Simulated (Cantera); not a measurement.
Mixture: 6.02 % CH4, 19.8 % O2, 74.1 % N2, 0.163 % C2H6, equivalence ratio 0.64, at 0.987 atm, adiabatic and at constant pressure. Ignition delay is the time to a rise of 400 K.

Cantera simulation using GRI-Mech 3.0 (53 species, 325 reactions); the numbers are that mechanism's predictions, not measurements.

Task: Predict: delay at 1173 K; delay at 1373 K; delay at 1573 K; delay at 1773 K; delay at 1973 K; apparent activation energy between 1773 and 1973 K.

Result: 
```
Property                                                Result
--------------------------------------------------  ----------
delay at 1173 K                                        26.0 ms
delay at 1373 K                                        1.98 ms
delay at 1573 K                                       0.256 ms
delay at 1773 K                                        66.0 µs
delay at 1973 K                                        27.6 µs
apparent activation energy between 1773 and 1973 K  130 kJ/mol
```
